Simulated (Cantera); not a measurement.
A closed system holds: 1 mol CH3F, 0.11 mol Si, 0.47 mol H2.

Method: chemical equilibrium by Gibbs-energy minimisation in Cantera with the NASA 1993 tables (ideal gas, pure condensed phases). Candidate condensed phases: C, C6H6, C7H8, C8H18, Si, SiC; 113 gas species. The tables' values for SiF2, SiF3 are old estimates. Kinetics and transport are ignored.

Question: What condenses at these points (T in °C, P in Pa): (902, 140); (2502, 1); (1702, 27); (502, 3700); (1902, 5.2)?

Answer: 
```json
[
 {"T (°C)": "902", "P in Pa": "140", "condensed phases": "C", "Si condensed (%)": "0.0"},
 {"T (°C)": "2502", "P in Pa": "1", "condensed phases": "gas only", "Si condensed (%)": "0.0"},
 {"T (°C)": "1702", "P in Pa": "27", "condensed phases": "C", "Si condensed (%)": "0.0"},
 {"T (°C)": "502", "P in Pa": "3700", "condensed phases": "C", "Si condensed (%)": "0.0"},
 {"T (°C)": "1902", "P in Pa": "5.2", "condensed phases": "C", "Si condensed (%)": "0.0"}
]
```
